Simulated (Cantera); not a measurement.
**Pyrogenic steam for wet oxidation**

An isothermal, constant-pressure homogeneous reactor starts with H2 : O2 : N2 = 1.3 : 1 : 6.3 (molar parts), equivalence ratio 0.65, at 1023 K and 0.133 bar.

Computed with Cantera and GRI-Mech 3.0 (53 species, 325 reactions). Radical loss at walls, strong at low pressure, is not modelled. The temperature is held fixed by assumption; the heat of reaction is taken as removed at once.

```tsv
t (s)	x H2	x O2	x NO2	x O	x N2O	x H2O2
1.00e-6	0.151	0.116	<1e-12	<1e-12	<1e-12	<1e-12
5.09e-6	0.151	0.116	<1e-12	<1e-12	<1e-12	<1e-12
2.60e-5	0.151	0.116	<1e-12	7.37e-12	<1e-12	<1e-12
0.000132	0.151	0.116	<1e-12	1.43e-10	<1e-12	<1e-12
0.000674	0.151	0.116	<1e-12	4.64e-7	<1e-12	4.47e-10
0.00343	0.00361	0.0457	2.98e-10	0.000890	1.13e-8	1.16e-6
0.0175	0.000133	0.0441	2.03e-8	1.71e-5	1.64e-8	5.61e-7
0.0891	5.11e-6	0.0440	6.50e-8	8.14e-7	1.73e-8	9.83e-8
0.454	1.77e-7	0.0440	4.64e-8	7.04e-8	1.76e-8	1.38e-8
2.31	1.80e-8	0.0440	1.88e-8	1.03e-8	1.77e-8	2.37e-9
11.8	2.99e-9	0.0440	8.58e-9	1.86e-9	1.76e-8	4.59e-10
60.0	6.60e-10	0.0440	1.00e-8	3.97e-10	1.66e-8	1.02e-10
```
x: mole fraction; the columns are a selection and need not sum to one.

Equilibrium at this temperature and pressure: H2 3.67e-10, O2 0.0440, NO2 1.42e-7, O 1.80e-10, N2O 5.44e-10, H2O2 4.70e-11 (gas phase only).
